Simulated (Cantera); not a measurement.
Feed: 1 mol trisilylamine, 23 mol N2, 9.1 mol H2, equilibrated at 0.180 Torr.

These are equilibrium values from Cantera (NASA tables, ideal gas, pure condensed phases), not measurements of a reactor. Candidate condensed phases: Si, Si3N4; 18 gas species. The feed counts by its element totals alone. Rates play no part.

### Question
Which condensed phases are stable at each of these points (T (K)): 975, 1075, 1175, 1275, 1375, 1475, 1575, 1675, 1775?

### Answer
```
T (K)  condensed phases  Si condensed (%)
-----  ----------------  ----------------
975            Si3N4(s)             100.0
1075           Si3N4(s)             100.0
1175           Si3N4(s)             100.0
1275           Si3N4(s)             100.0
1375           Si3N4(s)             100.0
1475           Si3N4(s)             100.0
1575              Si(s)              99.7
1675              Si(s)              97.6
1775              Si(l)              87.9
```

From 975 K to 1475 K the condensed part is Si3N4(s). From 1575 K to 1675 K the condensed part is Si(s). At 1775 K the condensed part is Si(l).
